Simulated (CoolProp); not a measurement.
R410A along the isobar 27.2 bar: Z from the reference equation and from simpler models built on Tc = 344.5 K, pc = 49.01 bar, ω = 0.296; each cubic takes its own stable root.

Model: reference Helmholtz-energy equation of state, Lemmon 2003, in CoolProp. It is a pseudo-pure fit of the blend.

| T (K) | phase | reference |
|---|---|---|
| 273.2 | liquid | 0.07368 |
| 289.4 | liquid | 0.07383 |
| 305.6 | liquid | 0.07555 |
| 338 | gas | 0.7359 |
| 354.2 | gas | 0.7890 |
| 370.4 | gas | 0.8270 |
| 386.6 | gas | 0.8559 |
| 402.8 | gas | 0.8785 |
| 419 | gas | 0.8967 |
| 435.2 | gas | 0.9117 |
| 451.4 | gas | 0.9240 |
| 467.6 | gas | 0.9345 |
| 483.8 | gas | 0.9433 |
| 500 | gas | 0.9509 |

Question: How far does each simpler model (Soave-Redlich-Kwong, Peng-Robinson) lie from the reference over these 14 states: mean and median of the absolute difference, and the worst?

Answer: 
- Soave-Redlich-Kwong: mean 6.0 %, median 1.3 %, worst +24.9 % at 305.6 K and 27.2 bar
- Peng-Robinson: mean 2.1 %, median 0.6 %, worst +10.3 % at 305.6 K and 27.2 bar
